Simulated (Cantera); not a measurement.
Mixture: 4.42 % CH₄, 20.1 % O₂, 75.5 % N₂, equivalence ratio 0.44, at 22.0 bar, adiabatic and at constant volume. Ignition delay is the time to a rise of 400 K.

Detailed kinetics in Cantera: GRI-Mech 3.0 (53 species, 325 reactions). The pressure lies above the range GRI-Mech 3.0 was tuned for (to about 10 atm).

### Question
Predict: delay at 1200 K; delay at 1400 K; delay at 1600 K; delay at 1800 K; apparent activation energy between 1700 and 1900 K.

### Answer
| Quantity | Result |
|---|---|
| delay at 1200 K | 1.50 ms |
| delay at 1400 K | 0.169 ms |
| delay at 1600 K | 30.2 µs |
| delay at 1800 K | 7.47 µs |
| apparent activation energy between 1700 and 1900 K | 170 kJ/mol |
